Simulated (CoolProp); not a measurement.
Values from CoolProp's reference Helmholtz-energy equation of state, Thol 2018.

Q: Give the vapour pressure (bar), liquid density (kg/m³), vapour density (kg/m³) of saturated hydrogen chloride at 223.7, 242.5, 255 K.

A: 
| T (K) | p (bar) | liquid density (kg/m³) | vapour density (kg/m³) |
|---|---|---|---|
| 223.7 | 5.38 | 1090 | 11.6 |
| 242.5 | 10.6 | 1040 | 22.2 |
| 255 | 15.6 | 995 | 32.8 |
